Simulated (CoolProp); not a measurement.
Vapour-liquid equilibrium of propylene (1) + R152A (2) at 174.2 K; x and y are mole fractions of (1).

Computed with CoolProp (multi-fluid Helmholtz-energy mixture model, Lemmon 2013 and Outcalt 1996; pair parameters Bell 2016).

```
x     bubble pressure (bar)  y at the bubble point  dew pressure at overall composition x (bar)  liquid density (mol/L)
----  ---------------------  ---------------------  -------------------------------------------  ----------------------
0.05                0.01565                  0.607                                     0.006778                   17.40
0.2                 0.03221                  0.830                                     0.008002                   17.08
0.35                0.03855                  0.869                                     0.009764                   16.79
0.5                 0.04047                  0.880                                      0.01252                   16.53
0.65                0.04121                  0.887                                      0.01740                   16.30
0.8                 0.04227                  0.902                                      0.02829                   16.12
0.95                0.04363                  0.958                                      0.04354                   15.97
```

No azeotrope shows between x = 0.05 and 0.95.

Pair parameters are fitted to limited data, so mixtures are less certain than the pure fluids. With so large a gap from Raoult's law the liquid may split in two, which this calculation doesn't test in full.
